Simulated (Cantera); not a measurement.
Charge: 1 mol MgO, 0.58 mol O₂, 0.064 mol H₂O, 4.8 mol H₂S, at 1573 K and 1.00 bar.

These are equilibrium values from Cantera (NASA tables, ideal gas, pure condensed phases), not measurements of a reactor. Candidate condensed phases: H₂O, H₂SO₄, Mg, MgO, Mg(OH)₂, MgS, MgSO₄, S; 26 gas species. The numbers say what is thermodynamically allowed, not how fast it happens.

Base state: H₂S 0.319, H₂ 0.262, S₂ 0.220, H₂O 0.193, SH 0.00512, SO₂ 0.000912, S₂O 0.000478, SO 0.000279 (mole fractions); condensed: MgO(s).

Problem. What changes in the equilibrium state with this change: H₂O from 0.064 to 0.29 mol?

Solution. 
```json
[
 {"species": "H₂S", "before": "0.319", "after": "0.305"},
 {"species": "H₂", "before": "0.262", "after": "0.255"},
 {"species": "H₂O", "before": "0.193", "after": "0.220"},
 {"species": "S₂", "before": "0.220", "after": "0.213"},
 {"species": "SO₂", "before": "0.000912", "after": "0.00123"},
 {"species": "SO", "before": "0.000279", "after": "0.000321"},
 {"species": "S₂O", "before": "0.000478", "after": "0.000540"},
 {"species": "SH", "before": "0.00512", "after": "0.00497"},
 {"species": "S", "before": "4.28e-5", "after": "4.21e-5"},
 {"species": "MgO(s), mol", "before": "1.000", "after": "1.000"}
]
```
